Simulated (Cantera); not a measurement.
Cantera run, input and output.

```python
import numpy as np
import cantera as ct

gas = ct.Solution("gri30.yaml")
gas.TPX = 1025, 150000, {'N2O': 1, 'O2': 1.7}
reactor = ct.IdealGasConstPressureReactor(gas, energy="off", clone=False)
net = ct.ReactorNet([reactor])
net.rtol, net.atol = 1e-08, 1e-18
show = ['N2O', 'O2', 'NO', 'NO2', 'O', 'N2']
times = np.geomspace(0.0001, 30, 12)

steps = ct.SolutionArray(gas, extra=["t"])
rows = []
print(f"{'t/s':>10s}{'T/K':>9s}{'P/Pa':>11s}" + "".join(f"{s:>11s}" for s in show))
for t in times:
    while net.time < t:
        t_next = net.step()
        steps.append(gas.state, t=t_next)
    rows.append([np.interp(t, steps.t, y) for y in (steps.T, steps.P, *steps(*show).X.T)])
    print(f"{t:10.3e}{rows[-1][0]:9.1f}{rows[-1][1]:11.4g}" + "".join(f"{x:11.3e}" for x in rows[-1][2:]))
rate = np.gradient(steps.T, steps.t)
print("integrator steps:", len(steps.t))
if steps.T.max() > steps.T[0] + 200:
    print(f"time of steepest temperature rise: {steps.t[rate.argmax()]:.4e} s")
gas.TPX = 1025, 150000, {'N2O': 1, 'O2': 1.7}
gas.equilibrate("TP")
print(f"equilibrium (TP): T = {gas.T:.1f} K  " + "  ".join(f"{s} {gas[s].X[0]:.3e}" for s in show))
```

Result:

```
       t/s      T/K       P/Pa        N2O         O2         NO        NO2          O         N2
 1.000e-04   1025.0    1.5e+05  3.704e-01  6.296e-01  2.304e-08  1.147e-13  6.589e-08  5.530e-07
 3.147e-04   1025.0    1.5e+05  3.704e-01  6.296e-01  8.553e-08  1.578e-12  6.647e-08  1.875e-06
 9.905e-04   1025.0    1.5e+05  3.704e-01  6.296e-01  2.823e-07  1.720e-11  6.647e-08  6.037e-06
 3.117e-03   1025.0    1.5e+05  3.703e-01  6.296e-01  9.016e-07  1.761e-10  6.647e-08  1.913e-05
 9.810e-03   1025.0    1.5e+05  3.703e-01  6.296e-01  2.849e-06  1.747e-09  6.646e-08  6.035e-05
 3.087e-02   1025.0    1.5e+05  3.701e-01  6.297e-01  8.965e-06  1.660e-08  6.645e-08  1.900e-04
 9.717e-02   1025.0    1.5e+05  3.696e-01  6.297e-01  2.810e-05  1.467e-07  6.638e-08  5.975e-04
 3.058e-01   1025.0    1.5e+05  3.681e-01  6.299e-01  8.748e-05  1.063e-06  6.613e-08  1.874e-03
 9.624e-01   1025.0    1.5e+05  3.633e-01  6.306e-01  2.695e-04  5.272e-06  6.521e-08  5.836e-03
 3.029e+00   1025.0    1.5e+05  3.488e-01  6.326e-01  8.080e-04  1.851e-05  6.240e-08  1.776e-02
 9.532e+00   1025.0    1.5e+05  3.090e-01  6.381e-01  2.227e-03  5.351e-05  5.504e-08  5.063e-02
 3.000e+01   1025.0    1.5e+05  2.209e-01  6.504e-01  5.001e-03  1.226e-04  4.011e-08  1.236e-01
integrator steps: 634
equilibrium (TP): T = 1025.0 K  N2O 2.898e-09  O2 6.875e-01  NO 4.687e-05  NO2 4.699e-06  O 2.249e-10  N2 3.125e-01
```

Detailed kinetics in Cantera: GRI-Mech 3.0 (53 species, 325 reactions). GRI-Mech 3.0 was tuned for natural gas; its chemistry of N2O as a main component is partial and can be far from experiment. The mechanism lacks the step 2 NO + O2 → 2 NO2, which can matter for NO2 below about 1400 K. The temperature is held fixed by assumption; the heat of reaction is taken as removed at once.
